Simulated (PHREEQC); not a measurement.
Make-up at 25 °C: 1.8 mol CaCl2 and 0.026 mol BaCl2 per kg of water. Closed to the air; pH follows from the charge balance.

All values are PHREEQC results (Pitzer model, pitzer.dat), not measurements.

The ionic strength comes out as 5.48 mol/kgw. What activity coefficients do Ba+2, Cl-, Ca+2 get?

Ba+2 0.72, Cl- 0.60, Ca+2 1.0. Single-ion values are on the MacInnes scale.

This is a speciation only: nothing precipitates in the calculation.
